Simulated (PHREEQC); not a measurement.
Hard or scaling water: an equilibrium model

A solution holds 0.00019 mol/kgw CaSO4, 0.11 mol/kgw NaOH and 0.0001 mol/kgw MgSO4, at 25 °C. Closed to the air; pH follows from the charge balance.

Equilibrium calculation in PHREEQC: ion-association model, phreeqc.dat.

| Quantity | Value |
|---|---|
| pH | 12.91 |
| ionic strength | 0.111 mol/kgw |
| specific conductance | 22600 µS/cm |
| density | 1.002 g/cm³ |
| total alkalinity | 110 meq/kg |

```json
[
 {"species": "Na+", "molality": "0.110", "activity": "0.0857", "log γ": "-0.108"},
 {"species": "OH-", "molality": "0.110", "activity": "0.0828", "log γ": "-0.123"},
 {"species": "SO4-2", "molality": "0.000241", "activity": "8.70e-5", "log γ": "-0.443"},
 {"species": "Ca+2", "molality": "0.000114", "activity": "4.32e-5", "log γ": "-0.421"},
 {"species": "MgOH+", "molality": "9.36e-5", "activity": "7.45e-5", "log γ": "-0.099"},
 {"species": "CaOH+", "molality": "7.56e-5", "activity": "5.86e-5", "log γ": "-0.110"},
 {"species": "NaSO4-", "molality": "4.78e-5", "activity": "3.74e-5", "log γ": "-0.107"},
 {"species": "Mg+2", "molality": "6.33e-6", "activity": "2.51e-6", "log γ": "-0.402"},
 {"species": "CaSO4", "molality": "6.51e-7", "activity": "6.68e-7", "log γ": "0.011"},
 {"species": "MgSO4", "molality": "4.99e-8", "activity": "5.12e-8", "log γ": "0.011"}
]
```

No solid was allowed to form. Species that the database lacks are ignored.
